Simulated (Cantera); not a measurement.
An adiabatic, constant-pressure homogeneous reactor starts with 7.89 % CO, 8.67 % H₂, 0.560 % CH₄, 17.4 % O₂, 65.5 % N₂, equivalence ratio 0.54, at 1775 K and 158 Torr.

Cantera simulation using GRI-Mech 3.0 (53 species, 325 reactions); the numbers are that mechanism's predictions, not measurements.

x: mole fraction; the columns are a selection and need not sum to one.

```csv
t (s),T (K),x CO,x H₂,x CH₄,x NO,x N₂O,x HCO,x C₂H₂
2.00e-6,1775,0.0789,0.0867,0.00560,<1e-12,1.79e-12,3.64e-11,<1e-12
7.02e-6,1775,0.0789,0.0867,0.00560,<1e-12,1.10e-11,1.06e-10,<1e-12
2.47e-5,1775,0.0788,0.0855,0.00542,9.77e-11,1.69e-10,7.89e-8,7.85e-11
8.66e-5,1906,0.0562,0.0108,<1e-12,3.61e-6,3.96e-8,3.55e-8,<1e-12
0.000304,2027,0.0402,0.0116,<1e-12,3.04e-5,3.97e-8,2.19e-8,<1e-12
0.00107,2250,0.0379,0.00991,<1e-12,0.000184,___,1.22e-8,<1e-12
0.00375,2525,0.0304,0.00674,<1e-12,0.00180,___,5.16e-9,<1e-12
0.0132,2590,0.0273,0.00577,<1e-12,0.00900,___,4.41e-9,<1e-12
0.0462,2586,0.0270,0.00573,<1e-12,0.0153,3.67e-7,4.30e-9,<1e-12
0.162,2586,0.0270,0.00573,<1e-12,0.0156,3.70e-7,4.29e-9,<1e-12
0.570,2586,0.0270,0.00573,<1e-12,0.0156,3.70e-7,4.29e-9,<1e-12
2.00,2586,0.0270,0.00573,<1e-12,0.0156,3.70e-7,4.29e-9,<1e-12
```

Task: What belongs in the gaps?

Result: 
- 0.00107, x N₂O: 5.81e-8
- 0.00375, x N₂O: 1.95e-7
- 0.0132, x N₂O: 3.24e-7
